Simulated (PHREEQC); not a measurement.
Synthetic water in mmol/kgw, 45 °C, pH 8.04: Na 216; K 25; Ca 4.86; Mg 16.8; Cl 206; S(6) 34.8; Alkalinity (meq/kgw) 0.236; B 0.242.

Valence states are taken as typed.

The numbers come from PHREEQC with the Pitzer model, pitzer.dat.

This is a speciation only: nothing precipitates in the calculation.

### Question
Predict the activity of water.

### Answer
activity of water 0.992.

### Question
In which forms is C present?

### Answer
HCO3- 94 %, CO3-2 2.7 %, MgCO3 1.9 %, CO2 1.1 % of the C.

At this temperature some constants are extrapolated from 25 °C, and those without enthalpy data are left unchanged.
